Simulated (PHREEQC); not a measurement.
## Alkaline etch or developer: speciation

Make-up at 70 °C: 0.012 mol/kgw CsOH, 0.00011 mol/kgw NaAlO2 and 6.2e-05 mol/kgw Na2CO3. Closed to the air; pH follows from the charge balance.

Equilibrium calculation in PHREEQC: ion-association model, wateq4f.dat.

This is a speciation only: nothing precipitates in the calculation.

**Question.** What pH does the model give?

**Answer.** pH 10.84.

**Question.** In which forms is C present?

**Answer.** CO3-2 86 %, HCO3- 12 %, NaCO3- 1.7 % of the C.

Constants without temperature data keep their 25 °C values here.
